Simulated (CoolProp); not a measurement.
Dodecamethylcyclohexasiloxane (D6) along the isobar 24.7 bar: fugacity coefficient from the reference equation and from simpler models built on Tc = 645.8 K, pc = 9.614 bar, ω = 0.736; each cubic takes its own stable root.

The numbers come from the reference Helmholtz-energy equation of state, Colonna 2008 in CoolProp. It is a short technical equation, of lower accuracy than the large ones.

| T (K) | phase | reference |
|---|---|---|
| 277.3 | liquid | 2.426e-7 |
| 302 | liquid | 3.004e-6 |
| 326.6 | liquid | 2.285e-5 |
| 351.3 | liquid | 0.0001215 |
| 376 | liquid | 0.0004858 |
| 400.6 | liquid | 0.001543 |
| 425.3 | liquid | 0.004105 |
| 450 | liquid | 0.009422 |
| 474.6 | liquid | 0.01910 |
| 499.3 | liquid | 0.03508 |
| 524 | liquid | 0.05916 |
| 548.6 | liquid | 0.09262 |

How far does each simpler model (van der Waals, Soave-Redlich-Kwong) lie from the reference over these 12 states: mean and median of the absolute difference, and the worst?


- van der Waals: mean 340126.3 %, median 3283.4 %, worst +3437657.6 % at 277.3 K and 24.7 bar
- Soave-Redlich-Kwong: mean 9.1 %, median 5.7 %, worst +35.2 % at 277.3 K and 24.7 bar
